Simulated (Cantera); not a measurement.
Cantera run, input and output.

```python
import numpy as np
import cantera as ct

gas = ct.Solution("gri30.yaml")
gas.TPX = 2098, 33000, {'CH4': 0.01, 'H2': 1}
reactor = ct.IdealGasConstPressureReactor(gas, energy="off", clone=False)
net = ct.ReactorNet([reactor])
net.rtol, net.atol = 1e-08, 1e-18
show = ['CH4', 'H2', 'C2H6', 'CH3', 'H', 'CH2']
times = np.geomspace(1e-06, 9, 13)

steps = ct.SolutionArray(gas, extra=["t"])
rows = []
print(f"{'t/s':>10s}{'T/K':>9s}{'P/Pa':>11s}" + "".join(f"{s:>11s}" for s in show))
for t in times:
    while net.time < t:
        t_next = net.step()
        steps.append(gas.state, t=t_next)
    rows.append([np.interp(t, steps.t, y) for y in (steps.T, steps.P, *steps(*show).X.T)])
    print(f"{t:10.3e}{rows[-1][0]:9.1f}{rows[-1][1]:11.4g}" + "".join(f"{x:11.3e}" for x in rows[-1][2:]))
rate = np.gradient(steps.T, steps.t)
print("integrator steps:", len(steps.t))
if steps.T.max() > steps.T[0] + 200:
    print(f"time of steepest temperature rise: {steps.t[rate.argmax()]:.4e} s")
gas.TPX = 2098, 33000, {'CH4': 0.01, 'H2': 1}
gas.equilibrate("TP")
print(f"equilibrium (TP): T = {gas.T:.1f} K  " + "  ".join(f"{s} {gas[s].X[0]:.3e}" for s in show))
```

Output:

```
       t/s      T/K       P/Pa        CH4         H2       C2H6        CH3          H        CH2
 1.000e-06   2098.0    3.3e+04  9.896e-03  9.901e-01  5.854e-12  4.911e-06  9.396e-06  6.698e-11
 3.798e-06   2098.0    3.3e+04  9.888e-03  9.901e-01  1.556e-10  1.227e-05  4.203e-05  6.971e-10
 1.442e-05   2098.0    3.3e+04  9.863e-03  9.899e-01  2.951e-09  3.681e-05  1.691e-04  8.332e-09
 5.477e-05   2098.0    3.3e+04  9.768e-03  9.895e-01  4.391e-08  1.278e-04  6.465e-04  1.116e-07
 2.080e-04   2098.0    3.3e+04  9.414e-03  9.879e-01  3.641e-07  4.250e-04  2.285e-03  1.276e-06
 7.900e-04   2098.0    3.3e+04  8.116e-03  9.858e-01  7.684e-07  7.679e-04  4.815e-03  4.677e-06
 3.000e-03   2098.0    3.3e+04  5.115e-03  9.871e-01  3.345e-07  5.206e-04  5.187e-03  3.510e-06
 1.139e-02   2098.0    3.3e+04  2.066e-03  9.887e-01  5.602e-08  2.145e-04  5.294e-03  1.530e-06
 4.327e-02   2098.0    3.3e+04  6.347e-04  9.894e-01  5.508e-09  6.655e-05  5.351e-03  4.890e-07
 1.643e-01   2098.0    3.3e+04  2.364e-04  9.896e-01  9.211e-10  2.486e-05  5.367e-03  1.844e-07
 6.240e-01   2098.0    3.3e+04  1.961e-04  9.896e-01  6.904e-10  2.062e-05  5.369e-03  1.532e-07
 2.370e+00   2098.0    3.3e+04  1.960e-04  9.896e-01  6.901e-10  2.062e-05  5.369e-03  1.532e-07
 9.000e+00   2098.0    3.3e+04  1.960e-04  9.896e-01  6.901e-10  2.062e-05  5.369e-03  1.532e-07
integrator steps: 905
equilibrium (TP): T = 2098.0 K  CH4 1.961e-04  H2 9.896e-01  C2H6 6.905e-10  CH3 2.063e-05  H 5.369e-03  CH2 1.532e-07
```

Computed with Cantera and GRI-Mech 3.0 (53 species, 325 reactions). GRI-Mech 3.0 stops at C3 and has no aromatics, soot or wall deposition, so with more carbon than oxygen in the feed, carbon stays in small species such as C2H2 where larger ones or solid carbon would form.
